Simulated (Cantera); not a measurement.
## Diamond growth

A diamond (100) surface in a fixed gas of H2 with x(CH4) = 0.023, x(H) = 0.0004, x(CH3) = 0.0014, at 1025 K; coverages are run to steady state.

Detailed kinetics in Cantera: the Harris–Goodwin 1993 mechanism for the reconstructed diamond (100) surface.

```json
[
 {"P (Pa)": "580", "growth (µm/h)": "0.405", "θ c6HH": "0.479", "θ c6H*": "0.0162", "θ c6*H": "0.310", "θ c6**": "0.00438", "θ c6HM": "0.131"},
 {"P (Pa)": "960", "growth (µm/h)": "0.896", "θ c6HH": "0.438", "θ c6H*": "0.0147", "θ c6*H": "0.281", "θ c6**": "0.00397", "θ c6HM": "0.183"},
 {"P (Pa)": "1600", "growth (µm/h)": "1.92", "θ c6HH": "0.391", "θ c6H*": "0.0130", "θ c6*H": "0.249", "θ c6**": "0.00352", "θ c6HM": "0.242"},
 {"P (Pa)": "2600", "growth (µm/h)": "3.76", "θ c6HH": "0.347", "θ c6H*": "0.0115", "θ c6*H": "0.220", "θ c6**": "0.00310", "θ c6HM": "0.296"},
 {"P (Pa)": "4300", "growth (µm/h)": "7.17", "θ c6HH": "0.308", "θ c6H*": "0.0101", "θ c6*H": "0.193", "θ c6**": "0.00272", "θ c6HM": "0.345"},
 {"P (Pa)": "7100", "growth (µm/h)": "13.1", "θ c6HH": "0.277", "θ c6H*": "0.00898", "θ c6*H": "0.172", "θ c6**": "0.00242", "θ c6HM": "0.384"},
 {"P (Pa)": "12000", "growth (µm/h)": "23.7", "θ c6HH": "0.254", "θ c6H*": "0.00816", "θ c6*H": "0.156", "θ c6**": "0.00220", "θ c6HM": "0.413"},
 {"P (Pa)": "20000", "growth (µm/h)": "41.1", "θ c6HH": "0.239", "θ c6H*": "0.00762", "θ c6*H": "0.146", "θ c6**": "0.00205", "θ c6HM": "0.431"}
]
```
θ: site fractions in the mechanism's names (c6HH fully hydrogenated, c6H* and c6*H radical sites, c6** diradical, c6HM methylated).
